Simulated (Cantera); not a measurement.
An isothermal, constant-pressure homogeneous reactor starts with 0.763 % C₂H₆, 99.2 % N₂, at 1275 K and 17.3 Torr.

Cantera simulation using GRI-Mech 3.0 (53 species, 325 reactions); the numbers are that mechanism's predictions, not measurements. GRI-Mech 3.0 stops at C3 and has no aromatics, soot or wall deposition, so with more carbon than oxygen in the feed, carbon stays in small species such as C2H2 where larger ones or solid carbon would form. Radical loss at walls, strong at low pressure, is not modelled.

Problem. Predict: x(C₂H₆) at 4.00 s; x(CH₄) at 4.00 s; x(H₂) at 4.00 s; x(H) at 4.00 s; x(C₂H₂) at 4.00 s.

Solution. 
```
Property                                             Result
-----------------  ----------------------------------------
x(C₂H₆) at 4.00 s  2.57e-7 (gas-phase equilibrium 3.41e-11)
x(CH₄) at 4.00 s    0.00132 (gas-phase equilibrium 2.07e-5)
x(H₂) at 4.00 s       0.0118 (gas-phase equilibrium 0.0150)
x(H) at 4.00 s      7.44e-7 (gas-phase equilibrium 5.99e-7)
x(C₂H₂) at 4.00 s   0.00558 (gas-phase equilibrium 0.00110)
```
